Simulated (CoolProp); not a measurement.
Values from CoolProp's reference Helmholtz-energy equation of state, de Vries 1995.

Question: For R124, give the phase and the speed of sound (m/s), conductivity (mW/(m K)), Prandtl number at 470 K and 102 kPa; 470 K and 1810 kPa.

Answer: 
- 470 K and 102 kPa: gas; speed of sound 174, conductivity 28.7, Prandtl number 0.668
- 470 K and 1810 kPa: gas; speed of sound 161, conductivity 30.2, Prandtl number 0.683

Viscosity comes from a separate model (Bell 2016), an estimate that may be off by 10 % or more. Thermal conductivity comes from a separate model (Huber 2003), an estimate that may be off by 10 % or more.
